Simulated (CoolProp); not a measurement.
R1224YDZ along the isobar 0.542 MPa: density (kg/m³) from the reference equation and from simpler models built on Tc = 428.7 K, pc = 3.334 MPa, ω = 0.325; each cubic takes its own stable root.

The numbers come from the reference Helmholtz-energy equation of state, Akasaka 2023 in CoolProp.

```tsv
T (K)	phase	reference	van der Waals	Soave-Redlich-Kwong
173	liquid	1670	958.3	1453
191.2	liquid	1627	938.8	1428
209.3	liquid	1584	918.4	1400
227.5	liquid	1540	896.6	1370
245.7	liquid	1496	873.4	1336
263.8	liquid	1451	848.6	1300
282	liquid	1405	821.4	1258
300.2	liquid	1356	36.88	1212
318.3	liquid	1304	34.08	1160
336.5	liquid	1246	31.73	1099
354.7	gas	31.12	29.71	30.78
372.9	gas	28.84	27.97	28.68
```

At some of these states van der Waals gives the other phase, because its saturation line lies elsewhere.
